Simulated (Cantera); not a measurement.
# Stirred combustor or abatement burner

A perfectly stirred reactor is fed with CO : H2 : O2 : N2 = 1 : 0.057 : 0.911 : 3.43 (molar parts), at 0.370 bar; it is adiabatic with a 700 K inlet, and is followed from long to short residence time, starting on the burning branch (τ in s: 0.19, 0.066, 0.024, 0.0084, 0.003, 0.0011, 0.00039, 0.00014, 4.9e-05).

Detailed kinetics in Cantera: GRI-Mech 3.0 (53 species, 325 reactions).

```json
[
 {"τ (s)": "0.19", "T (K)": "2113", "x CO": "0.0152", "x H2": "0.000161", "x O2": "0.0822", "x HO2": "7.28e-7", "x H": "0.000299", "x CO2": "0.188"},
 {"τ (s)": "0.066", "T (K)": "2036", "x CO": "0.0238", "x H2": "0.000262", "x O2": "0.0856", "x HO2": "1.09e-6", "x H": "0.000710", "x CO2": "0.178"},
 {"τ (s)": "0.024", "T (K)": "1934", "x CO": "0.0339", "x H2": "0.000391", "x O2": "0.0888", "x HO2": "1.84e-6", "x H": "0.00154", "x CO2": "0.167"},
 {"τ (s)": "0.0084", "T (K)": "1802", "x CO": "0.0452", "x H2": "0.000536", "x O2": "0.0917", "x HO2": "3.09e-6", "x H": "0.00316", "x CO2": "0.153"},
 {"τ (s)": "0.0030", "T (K)": "1645", "x CO": "0.0577", "x H2": "0.000644", "x O2": "0.0950", "x HO2": "4.82e-6", "x H": "0.00574", "x CO2": "0.139"},
 {"τ (s)": "0.0011", "T (K)": "1446", "x CO": "0.0791", "x H2": "0.000692", "x O2": "0.104", "x HO2": "7.89e-6", "x H": "0.00790", "x CO2": "0.114"},
 {"τ (s)": "0.00039", "T (K)": "700", "x CO": "0.185", "x H2": "0.0106", "x O2": "0.169", "x HO2": "<1e-12", "x H": "<1e-12", "x CO2": "<1e-12"},
 {"τ (s)": "0.00014", "T (K)": "700", "x CO": "0.185", "x H2": "0.0106", "x O2": "0.169", "x HO2": "<1e-12", "x H": "<1e-12", "x CO2": "<1e-12"},
 {"τ (s)": "4.9e-5", "T (K)": "700", "x CO": "0.185", "x H2": "0.0106", "x O2": "0.169", "x HO2": "<1e-12", "x H": "<1e-12", "x CO2": "<1e-12"}
]
```
x: mole fraction; the columns are a selection and need not sum to one.
